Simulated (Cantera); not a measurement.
Gas mixture: 100 % H2, at 9.87 atm, frozen composition.

Cantera's kinetic-theory transport with the Lennard-Jones parameters of GRI-Mech 3.0, ideal gas; thermal conductivity in the mixture-averaged form.

D: mixture-averaged diffusion coefficient of that species in the mixture.

```json
[
 {"T (K)": "400", "ρ (kg/m³)": "0.606", "cp (J/kg/K)": "14520", "μ (µPa s)": "10.9", "λ (mW/m/K)": "229", "Pr": "0.689", "D (cm²/s) O": "…", "D (cm²/s) N2": "0.129", "D (cm²/s) NH3": "0.137"},
 {"T (K)": "600", "ρ (kg/m³)": "0.404", "cp (J/kg/K)": "14510", "μ (µPa s)": "14.1", "λ (mW/m/K)": "298", "Pr": "0.688", "D (cm²/s) O": "…", "D (cm²/s) N2": "0.254", "D (cm²/s) NH3": "0.279"},
 {"T (K)": "800", "ρ (kg/m³)": "0.303", "cp (J/kg/K)": "14690", "μ (µPa s)": "17.0", "λ (mW/m/K)": "363", "Pr": "0.689", "D (cm²/s) O": "…", "D (cm²/s) N2": "0.409", "D (cm²/s) NH3": "0.456"},
 {"T (K)": "1000", "ρ (kg/m³)": "0.242", "cp (J/kg/K)": "14960", "μ (µPa s)": "19.7", "λ (mW/m/K)": "428", "Pr": "0.687", "D (cm²/s) O": "…", "D (cm²/s) N2": "0.593", "D (cm²/s) NH3": "0.665"},
 {"T (K)": "1200", "ρ (kg/m³)": "0.202", "cp (J/kg/K)": "15380", "μ (µPa s)": "22.1", "λ (mW/m/K)": "494", "Pr": "0.689", "D (cm²/s) O": "…", "D (cm²/s) N2": "0.802", "D (cm²/s) NH3": "0.903"},
 {"T (K)": "1400", "ρ (kg/m³)": "0.173", "cp (J/kg/K)": "15800", "μ (µPa s)": "24.4", "λ (mW/m/K)": "559", "Pr": "0.690", "D (cm²/s) O": "…", "D (cm²/s) N2": "1.04", "D (cm²/s) NH3": "1.17"},
 {"T (K)": "1600", "ρ (kg/m³)": "0.152", "cp (J/kg/K)": "16220", "μ (µPa s)": "26.6", "λ (mW/m/K)": "625", "Pr": "0.691", "D (cm²/s) O": "…", "D (cm²/s) N2": "1.29", "D (cm²/s) NH3": "1.46"}
]
```

Problem. Complete the blanks.

Solution. 
- 400, D (cm²/s) O: 0.179
- 600, D (cm²/s) O: 0.352
- 800, D (cm²/s) O: 0.567
- 1000, D (cm²/s) O: 0.821
- 1200, D (cm²/s) O: 1.11
- 1400, D (cm²/s) O: 1.43
- 1600, D (cm²/s) O: 1.79
